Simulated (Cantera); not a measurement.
## Thermodynamics of nitride etching, feed BN + HCl

Feed: 1 mol BN, 11 mol HCl, at 7.50 Torr.

Cantera equilibrium calculation (NASA polynomials, part measured and part estimated; ideal gas, pure solids and liquids). Candidate condensed phases: B, BN, NH4Cl; 21 gas species. The tables' values for BCl2 are old estimates; treat these amounts as uncertain. Gases not in the tables: BHCl2. The numbers say what is thermodynamically allowed, not how fast it happens.

```csv
T (K),x HCl,x H2,x BCl3,x N2,x Cl,x BCl2,x H,x BCl,n BN(s)
900,0.983,0.00830,0.00553,0.00277,1.23e-8,4.47e-11,1.06e-10,<1e-12,0.939
950,0.978,0.0112,0.00747,0.00374,4.89e-8,3.51e-10,5.89e-10,<1e-12,0.918
1000,0.971,0.0147,0.00978,0.00489,1.69e-7,2.24e-9,2.75e-9,<1e-12,0.892
1050,0.963,0.0187,0.0125,0.00623,5.21e-7,1.19e-8,1.11e-8,9.68e-12,0.863
1100,0.953,0.0233,0.0155,0.00775,1.45e-6,5.45e-8,3.94e-8,9.58e-11,0.829
1150,0.943,0.0283,0.0189,0.00944,3.68e-6,2.18e-7,1.26e-7,7.76e-10,0.792
1200,0.932,0.0339,0.0226,0.0113,8.67e-6,7.72e-7,3.63e-7,5.26e-9,0.752
1250,0.920,0.0399,0.0266,0.0133,1.90e-5,2.47e-6,9.65e-7,3.06e-8,0.708
1300,0.908,0.0462,0.0308,0.0154,3.94e-5,7.21e-6,2.38e-6,1.55e-7,0.661
1350,0.894,0.0529,0.0352,0.0176,7.72e-5,1.94e-5,5.48e-6,6.95e-7,0.612
1400,0.880,0.0599,0.0398,0.0199,0.000144,4.85e-5,1.19e-5,2.79e-6,0.561
```
x: gas mole fraction; n: condensed amount in mol.

From 900 K to 1400 K the condensed part is BN(s). The main B-bearing gas is BCl3 throughout. The share of B in condensed phases is highest at 900 K (93.9 %) and lowest at 1400 K (56.1 %).
